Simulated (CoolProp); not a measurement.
Vapour-liquid equilibrium of C2F6 (R116) (1) + R143a (2) at 230.6 K; x and y are mole fractions of (1).

Model: multi-fluid Helmholtz-energy mixture model, Lemmon 2006 and Lemmon and Jacobsen 2000; pair parameters Bell 2016, in CoolProp.

| x | bubble pressure (bar) | y at the bubble point | dew pressure at overall composition x (bar) | liquid density (mol/L) |
|---|---|---|---|---|
| 0.05 | ? | 0.322 | 1.322 | 13.51 |
| 0.2 | ? | 0.629 | 1.554 | 12.87 |
| 0.35 | 3.719 | 0.728 | 1.878 | 12.27 |
| 0.5 | 4.149 | ? | 2.364 | 11.71 |
| 0.65 | 4.452 | 0.823 | 3.144 | 11.22 |
| 0.8 | ? | 0.875 | 4.295 | 10.80 |
| 0.95 | 4.895 | 0.958 | 4.886 | 10.47 |

Q: Complete the blanks.

A: 
- 0.05, bubble pressure (bar): 1.808
- 0.2, bubble pressure (bar): 3.010
- 0.5, y at the bubble point: 0.781
- 0.8, bubble pressure (bar): 4.704

No azeotrope shows between x = 0.05 and 0.95.

The pair parameters rest on a limited set of measurements; away from them the model extrapolates. With so large a gap from Raoult's law the liquid may split in two, which this calculation doesn't test in full.
